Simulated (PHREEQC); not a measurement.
A solution holds 10 mmol/kgw CdI2 and 34 mmol/kgw H3BO3, at 35 °C. It is in equilibrium with CO2 at log p = -2 (atm). Otherwise closed; pH follows from the charge balance.

Equilibrium calculation in PHREEQC: ion-association model, wateq4f.dat.

This is a speciation only: nothing precipitates in the calculation.

Problem. What pH does the model give?

Solution. pH 4.89.

Problem. In which forms is I present?

Solution. I- 66 %, CdI+ 21 %, CdI2 13 % of the I.

Complexes and solids missing from the database can't appear.
